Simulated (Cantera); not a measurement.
An adiabatic, constant-pressure homogeneous reactor starts with CO : H₂ : O₂ : N₂ = 1 : 0.19 : 0.238 : 0.895 (molar parts), at 975 K and 420 Torr. Integrator tolerance rtol = 1e-08.

Detailed kinetics in Cantera: GRI-Mech 3.0 (53 species, 325 reactions).

| quantity | before | after |
|---|---|---|
| time of steepest temperature rise | 0.779 ms | 0.156 ms |
| temperature at 2.00 s | 2470 K | 2587 K |
| equilibrium temperature | 2470 K | 2587 K |
| x(CO) at 2.00 s | 0.320 (gas-phase equilibrium 0.320) | 0.323 (gas-phase equilibrium 0.323) |
| x(H₂) at 2.00 s | 0.0218 (gas-phase equilibrium 0.0218) | 0.0209 (gas-phase equilibrium 0.0209) |
| x(O₂) at 2.00 s | 0.000427 (gas-phase equilibrium 0.000427) | 0.00133 (gas-phase equilibrium 0.00133) |
| x(HO₂) at 2.00 s | 8.84e-8 (gas-phase equilibrium 8.84e-8) | 2.75e-7 (gas-phase equilibrium 2.75e-7) |
| x(H₂O₂) at 2.00 s | 6.67e-9 (gas-phase equilibrium 6.67e-9) | 1.46e-8 (gas-phase equilibrium 1.46e-8) |
| x(CO₂) at 2.00 s | 0.157 (gas-phase equilibrium 0.157) | 0.153 (gas-phase equilibrium 0.153) |

Task: What was changed between the two runs?
(A) pressure from 420 Torr to 825 Torr
(B) initial temperature 975 to 1575 K
(C) initial temperature 975 to 1175 K
(D) constant volume in place of constant pressure

Result: C, initial temperature 975 to 1175 K
